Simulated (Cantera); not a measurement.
Stirred combustor or abatement burner

A perfectly stirred reactor is fed with 12.9 % CH3OH, 17.6 % O2, 66.4 % N2, 2.85 % H2O, 0.233 % H2, at 0.563 atm; it is adiabatic with a 500 K inlet, and is followed from long to short residence time, starting on the burning branch (τ in s: 0.024, 0.013, 0.0074, 0.0041, 0.0023, 0.0013, 0.0007, 0.00039, 0.00022, 0.00012, 6.6e-05, 3.7e-05, 2e-05).

Computed with Cantera and GRI-Mech 3.0 (53 species, 325 reactions). GRI-Mech 3.0 was tuned for natural gas; its chemistry of methanol as a main component is partial and can be far from experiment.

```json
[
 {"τ (s)": "0.024", "T (K)": "2174", "x CH3OH": "3.20e-6", "x O2": "0.00585", "x H2O": "0.242", "x CO": "0.0323", "x H": "0.00357", "x C2H4": "1.74e-11", "x NO": "0.000327"},
 {"τ (s)": "0.013", "T (K)": "2140", "x CH3OH": "4.95e-6", "x O2": "0.00735", "x H2O": "0.239", "x CO": "0.0339", "x H": "0.00463", "x C2H4": "3.71e-11", "x NO": "0.000218"},
 {"τ (s)": "0.0074", "T (K)": "2104", "x CH3OH": "7.41e-6", "x O2": "0.00889", "x H2O": "0.235", "x CO": "0.0355", "x H": "0.00588", "x C2H4": "8.39e-11", "x NO": "0.000149"},
 {"τ (s)": "0.0041", "T (K)": "2063", "x CH3OH": "1.15e-5", "x O2": "0.0106", "x H2O": "0.232", "x CO": "0.0371", "x H": "0.00745", "x C2H4": "2.17e-10", "x NO": "0.000103"},
 {"τ (s)": "0.0023", "T (K)": "2021", "x CH3OH": "1.80e-5", "x O2": "0.0123", "x H2O": "0.228", "x CO": "0.0387", "x H": "0.00917", "x C2H4": "5.90e-10", "x NO": "7.39e-5"},
 {"τ (s)": "0.0013", "T (K)": "1981", "x CH3OH": "2.89e-5", "x O2": "0.0140", "x H2O": "0.225", "x CO": "0.0403", "x H": "0.0109", "x C2H4": "1.66e-9", "x NO": "5.53e-5"},
 {"τ (s)": "0.00070", "T (K)": "1939", "x CH3OH": "5.02e-5", "x O2": "0.0159", "x H2O": "0.222", "x CO": "0.0423", "x H": "0.0126", "x C2H4": "5.37e-9", "x NO": "4.12e-5"},
 {"τ (s)": "0.00039", "T (K)": "1902", "x CH3OH": "8.83e-5", "x O2": "0.0181", "x H2O": "0.220", "x CO": "0.0449", "x H": "0.0136", "x C2H4": "1.73e-8", "x NO": "3.12e-5"},
 {"τ (s)": "0.00022", "T (K)": "1864", "x CH3OH": "0.000164", "x O2": "0.0210", "x H2O": "0.218", "x CO": "0.0491", "x H": "0.0138", "x C2H4": "5.97e-8", "x NO": "2.30e-5"},
 {"τ (s)": "0.00012", "T (K)": "1811", "x CH3OH": "0.000364", "x O2": "0.0267", "x H2O": "0.217", "x CO": "0.0574", "x H": "0.0122", "x C2H4": "2.80e-7", "x NO": "1.43e-5"},
 {"τ (s)": "6.6e-5", "T (K)": "500", "x CH3OH": "0.129", "x O2": "0.176", "x H2O": "0.0285", "x CO": "<1e-12", "x H": "<1e-12", "x C2H4": "<1e-12", "x NO": "<1e-12"},
 {"τ (s)": "3.7e-5", "T (K)": "500", "x CH3OH": "0.129", "x O2": "0.176", "x H2O": "0.0285", "x CO": "<1e-12", "x H": "<1e-12", "x C2H4": "<1e-12", "x NO": "<1e-12"},
 {"τ (s)": "2.0e-5", "T (K)": "500", "x CH3OH": "0.129", "x O2": "0.176", "x H2O": "0.0285", "x CO": "<1e-12", "x H": "<1e-12", "x C2H4": "<1e-12", "x NO": "<1e-12"}
]
```
x: mole fraction; the columns are a selection and need not sum to one.
